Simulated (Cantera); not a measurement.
# N2O furnace oxynitridation

A perfectly stirred reactor is fed with N2O : H2O = 1 : 0.077 (molar parts), at 0.987 atm; it is held at 1123 K, and followed from long to short residence time.

Model: GRI-Mech 3.0 (53 species, 325 reactions), integrated in Cantera. GRI-Mech 3.0 was tuned for natural gas; its chemistry of N2O as a main component is partial and can be far from experiment. The mechanism lacks the step 2 NO + O2 → 2 NO2, which can matter for NO2 below about 1400 K. The temperature is held fixed by assumption; the heat of reaction is taken as removed at once.

```tsv
τ (s)	x N2O	x H2O	x HO2	x O	x OH	x O2	x H2
8.0	0.365	0.0578	8.34e-8	3.09e-7	8.74e-6	0.183	7.96e-9
2.1	0.638	0.0644	1.95e-7	4.05e-7	1.01e-5	0.0936	1.08e-8
0.57	0.821	0.0689	4.81e-7	4.72e-7	1.01e-5	0.0345	1.51e-8
0.15	0.897	0.0707	1.07e-6	5.25e-7	8.69e-6	0.0101	2.45e-8
0.040	0.920	0.0713	1.89e-6	5.66e-7	6.90e-6	0.00276	4.17e-8
0.011	0.926	0.0714	2.63e-6	5.87e-7	5.42e-6	0.000762	4.55e-8
0.0029	0.928	0.0715	2.91e-6	5.91e-7	4.04e-6	0.000199	2.13e-8
```
x: mole fraction; the columns are a selection and need not sum to one.
